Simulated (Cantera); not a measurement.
A closed system holds: 1 mol CH3SiCl3, 4.2 mol H2, equilibrated at 0.830 bar.

Method: chemical equilibrium by Gibbs-energy minimisation in Cantera with the NASA 1993 tables (ideal gas, pure condensed phases). Candidate condensed phases: C, C6H6, C7H8, C8H18, Si, SiC; 109 gas species. The feed counts by its element totals alone. The tables' values for SiCl, SiCl3 are old estimates; treat these amounts as uncertain. Gases not in the tables: Si2H6 and higher silanes. Kinetics and transport are ignored.

x: gas mole fraction; n: condensed amount in mol.

```tsv
T (K)	x H2	x HCl	x SiCl2	x H	x Cl	x C2H2 (acetylene)	n C(graphite)	n SiC(s)
2200	0.619	0.333	0.0372	0.00486	0.00191	?	0.261	0.716
2250	0.619	0.328	0.0397	0.00642	0.00246	?	0.272	0.697
2300	0.619	0.322	0.0421	0.00836	0.00313	?	0.282	0.678
2350	0.619	0.316	0.0444	0.0108	0.00394	?	0.290	0.659
2400	0.618	0.310	0.0466	0.0137	0.00490	?	0.296	0.638
2450	0.615	0.303	0.0487	0.0173	0.00605	?	0.301	0.615
2500	0.612	0.296	0.0505	0.0216	0.00738	?	0.305	0.589
2550	0.608	0.289	0.0522	0.0267	0.00892	?	0.308	0.558
2600	0.602	0.281	0.0535	0.0327	0.0107	?	0.310	0.518
```

Task: What belongs in the gaps?

Result: 
- 2200, x C2H2 (acetylene): 0.00159
- 2250, x C2H2 (acetylene): 0.00207
- 2300, x C2H2 (acetylene): 0.00268
- 2350, x C2H2 (acetylene): 0.00341
- 2400, x C2H2 (acetylene): 0.00431
- 2450, x C2H2 (acetylene): 0.00537
- 2500, x C2H2 (acetylene): 0.00662
- 2550, x C2H2 (acetylene): 0.00808
- 2600, x C2H2 (acetylene): 0.00976
